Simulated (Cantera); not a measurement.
An isothermal, constant-pressure homogeneous reactor starts with C₂H₄ : H₂ = 1 : 36 (molar parts), at 1425 K and 0.987 atm.

Detailed kinetics in Cantera: GRI-Mech 3.0 (53 species, 325 reactions). GRI-Mech 3.0 was tuned for natural gas; its chemistry of ethylene as a main component is partial and can be far from experiment. GRI-Mech 3.0 stops at C3 and has no aromatics, soot or wall deposition, so with more carbon than oxygen in the feed, carbon stays in small species such as C2H2 where larger ones or solid carbon would form.

x: mole fraction; the columns are a selection and need not sum to one.

| t (s) | x C₂H₄ | x H₂ | x C₂H₂ | x CH₄ | x H | x CH₂ | x C₂H |
|---|---|---|---|---|---|---|---|
| 8.00e-6 | 0.0270 | 0.973 | 7.42e-7 | <1e-12 | (withheld) | <1e-12 | <1e-12 |
| 3.33e-5 | 0.0270 | 0.973 | 3.10e-6 | 2.11e-11 | (withheld) | <1e-12 | <1e-12 |
| 0.000139 | 0.0270 | 0.973 | 1.30e-5 | 1.45e-9 | (withheld) | <1e-12 | <1e-12 |
| 0.000577 | 0.0270 | 0.973 | 5.74e-5 | 1.13e-7 | (withheld) | <1e-12 | <1e-12 |
| 0.00240 | 0.0260 | 0.973 | 0.000794 | 6.59e-5 | (withheld) | 3.88e-11 | 1.94e-11 |
| 0.00999 | 0.0140 | 0.971 | 0.0107 | 0.00372 | (withheld) | 1.32e-10 | 4.84e-10 |
| 0.0416 | 0.00800 | 0.969 | 0.0141 | 0.00915 | (withheld) | 1.21e-10 | 4.51e-10 |
| 0.173 | 0.00614 | 0.963 | 0.0110 | 0.0195 | (withheld) | 1.13e-10 | 2.43e-10 |
| 0.721 | 0.00329 | 0.955 | 0.00590 | 0.0363 | (withheld) | 7.37e-11 | 7.83e-11 |
| 3.00 | 0.000877 | 0.947 | 0.00154 | 0.0505 | (withheld) | 4.35e-11 | 1.35e-11 |

Fill in the missing entries.


- 8.00e-6, x H: 2.77e-9
- 3.33e-5, x H: 1.18e-8
- 0.000139, x H: 5.04e-8
- 0.000577, x H: 2.98e-7
- 0.00240, x H: 2.06e-5
- 0.00999, x H: 3.81e-5
- 0.0416, x H: 2.68e-5
- 0.173, x H: 1.84e-5
- 0.721, x H: 1.10e-5
- 3.00, x H: 7.16e-6
